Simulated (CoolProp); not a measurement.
The numbers come from the reference Helmholtz-energy equation of state, Wagner 2002 in CoolProp.

Task: For water, give the phase and the speed of sound (m/s), isothermal compressibility (1/MPa), fugacity coefficient at 438.05 °C and 33.1 bar; 438.05 °C and 165 bar.

Result: 
- 438.05 °C and 33.1 bar: gas; speed of sound 637, isothermal compressibility 0.314, fugacity coefficient 0.965
- 438.05 °C and 165 bar: gas; speed of sound 579, isothermal compressibility 0.0793, fugacity coefficient 0.828
